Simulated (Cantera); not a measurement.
Input: 1 mol Cr, 24 mol N2, held at 1748 K and 0.000900 Torr.

These are equilibrium values from Cantera (NASA tables, ideal gas, pure condensed phases), not measurements of a reactor. Candidate condensed phases: Cr, CrN, Cr2N; 4 gas species. The numbers say what is thermodynamically allowed, not how fast it happens.

**Question.** What is the equilibrium state?

**Answer.** 
```
Property                               Result
----------------------------------  ---------
x(N2)                                   0.960
x(Cr)                                  0.0400
gas amount                          25.00 mol
log10 activity of Cr(s) (absent)        -2.96
log10 activity of Cr2N(s) (absent)      -8.80
```
